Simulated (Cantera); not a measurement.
A Cantera script and what it prints.

```python
import numpy as np
import cantera as ct

gas_names = """
    CL LiCL O3 O2 Li
""".split()
cond_names = """
    Li2O(s) Li2O(L)
""".split()


def load(file, names, dense=False):
    # The tables refer to 1 bar. Condensed volumes are neglected.
    table = {s.name: s for s in ct.Species.list_from_file(file)}
    out = []
    for n in names:
        d = dict(table[n].input_data)
        d["thermo"] = dict(d["thermo"], **{"reference-pressure": 1e5})
        if dense:
            d["equation-of-state"] = {"model": "constant-volume", "density": "1e6 g/cm^3"}
        out.append(ct.Species.from_dict(d))
    return out


species = {s.name: s for s in load("nasa_gas.yaml", gas_names) + load("nasa_condensed.yaml", cond_names)}
# Each term lists the table entries of one substance; the one whose range holds T is used.
reactions = {
    '6 Cl(g) + 3 Li2O = 6 LiCl(g) + O3(g)':
        [(-6, ['CL']), (-3, ['Li2O(s)', 'Li2O(L)']), (6, ['LiCL']), (1, ['O3'])],
    'O2(g) + 4 Li(g) = 2 Li2O':
        [(-1, ['O2']), (-4, ['Li']), (2, ['Li2O(s)', 'Li2O(L)'])],
}


def pick(names, T):
    return next(species[n] for n in names if species[n].thermo.min_temp <= T <= species[n].thermo.max_temp)


results = []
for label, terms in reactions.items():
    print(label)
    print("     T/K   dH/kJ  dS/(J/K)   dG/kJ   log10 K")
    for T in [300, 1950, 2025, 2100, 2175, 2250, 2325, 2400, 2475]:
        used = [(nu, pick(names, T)) for nu, names in terms]
        dH = sum(nu * s.thermo.h(T) for nu, s in used) / 1e6
        dS = sum(nu * s.thermo.s(T) for nu, s in used) / 1e3
        dG = dH - T * dS / 1e3
        logK = -dG * 1e6 / (ct.gas_constant * T * np.log(10))
        results.append((label, T, dH, dS, dG, logK, [s.name for _, s in used]))
        print(f"{T:8g} {dH:8.1f} {dS:8.1f} {dG:8.1f} {logK:8.2f}")
```

It prints:

```
6 Cl(g) + 3 Li2O = 6 LiCl(g) + O3(g)
     T/K   dH/kJ  dS/(J/K)   dG/kJ   log10 K
     300     35.7    411.3    -87.7    15.26
    1950   -326.7    127.9   -576.1    15.43
    2025   -336.5    122.9   -585.5    15.10
    2100   -346.1    118.3   -594.5    14.79
    2175   -355.5    113.9   -603.2    14.49
    2250   -364.8    109.7   -611.6    14.20
    2325   -373.9    105.7   -619.7    13.92
    2400   -382.8    101.9   -627.5    13.66
    2475   -391.6     98.3   -635.0    13.40
O2(g) + 4 Li(g) = 2 Li2O
     T/K   dH/kJ  dS/(J/K)   dG/kJ   log10 K
     300  -1834.6   -684.4  -1629.3   283.68
    1950  -1626.4   -541.4   -570.7    15.29
    2025  -1620.4   -538.4   -530.2    13.68
    2100  -1614.5   -535.5   -489.9    12.19
    2175  -1608.6   -532.7   -449.8    10.80
    2250  -1602.7   -530.1   -410.0     9.52
    2325  -1596.8   -527.5   -370.3     8.32
    2400  -1590.9   -525.0   -330.8     7.20
    2475  -1585.1   -522.7   -291.6     6.15
```

Source: NASA polynomial tables (part measured, part estimated), evaluated in Cantera. Condensed species are held in their standard states even where they would react or evaporate.
